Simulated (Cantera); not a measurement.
An adiabatic, constant-volume homogeneous reactor starts with CH4 : C2H6 : C3H8 : O2 : N2 = 1 : 0.03 : 0.5 : 4.61 : 17.3 (molar parts), equivalence ratio 1.00, at 1198 K and 1000000 Pa. Integrator tolerance rtol = 1e-08.

Model: GRI-Mech 3.0 (53 species, 325 reactions), integrated in Cantera. GRI-Mech 3.0 was tuned for natural gas; its chemistry of propane as a main component is partial and can be far from experiment. Above 3000 K some thermodynamic fits are extrapolated.

```tsv
quantity	before	after
time of steepest temperature rise	1.75 ms	33.7 µs
temperature at 0.300 s	3019 K	3117 K
equilibrium temperature	3019 K	3117 K
x(CH4) at 0.300 s	<1e-12 (gas-phase equilibrium <1e-12)	<1e-12 (gas-phase equilibrium <1e-12)
x(C2H6) at 0.300 s	<1e-12 (gas-phase equilibrium <1e-12)	<1e-12 (gas-phase equilibrium <1e-12)
x(C3H8) at 0.300 s	<1e-12 (gas-phase equilibrium <1e-12)	<1e-12 (gas-phase equilibrium <1e-12)
x(HCN) at 0.300 s	1.42e-8 (gas-phase equilibrium 1.42e-8)	2.24e-8 (gas-phase equilibrium 2.24e-8)
x(H2O2) at 0.300 s	1.60e-6 (gas-phase equilibrium 1.60e-6)	1.74e-6 (gas-phase equilibrium 1.74e-6)
x(H) at 0.300 s	0.00346 (gas-phase equilibrium 0.00346)	0.00569 (gas-phase equilibrium 0.00569)
x(NO) at 0.300 s	0.0120 (gas-phase equilibrium 0.0120)	0.0146 (gas-phase equilibrium 0.0146)
```

Question: Which change was made?
A) initial temperature 1198 to 1475 K
B) pressure from 1000000 Pa to 130000 Pa
C) N2 17.3 to 48 parts
D) pressure from 1000000 Pa to 260000 Pa

Answer: A, initial temperature 1198 to 1475 K
